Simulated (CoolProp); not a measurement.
The fluoroketone C6F12O (FK-5-1-12) at several states: fugacity coefficient from the reference equation and from simpler models built on Tc = 441.8 K, pc = 1.869 MPa, ω = 0.471; each cubic takes its own stable root.

Model: reference Helmholtz-energy equation of state, McLinden 2015, in CoolProp.

```csv
T (K),p (MPa),phase,reference,Soave-Redlich-Kwong,Peng-Robinson
475.5,5.94,supercritical,0.4087,0.4378,0.4070
305.8,1.68,liquid,0.03583,0.03646,0.03612
451.2,0.187,gas,0.9679,0.9687,0.9651
```
